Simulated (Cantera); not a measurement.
Mixture: CH3OH : O2 : N2 = 1 : 0.789 : 3 (molar parts), equivalence ratio 1.9, at 308 Torr, adiabatic and at constant pressure. Ignition delay is the time to a rise of 400 K.

Cantera simulation using GRI-Mech 3.0 (53 species, 325 reactions); the numbers are that mechanism's predictions, not measurements. GRI-Mech 3.0 was tuned for natural gas; its chemistry of methanol as a main component is partial and can be far from experiment.

Q: What does this change do: pressure from 308 Torr to 760 Torr?

A: 
```
quantity                                                before       after
--------------------------------------------------  ----------  ----------
delay at 1100 K                                        0.113 s     50.3 ms
delay at 1200 K                                        18.6 ms     8.18 ms
delay at 1300 K                                        4.13 ms     1.80 ms
delay at 1400 K                                        1.18 ms    0.511 ms
delay at 1500 K                                       0.417 ms    0.179 ms
apparent activation energy between 1400 and 1500 K  180 kJ/mol  180 kJ/mol
```
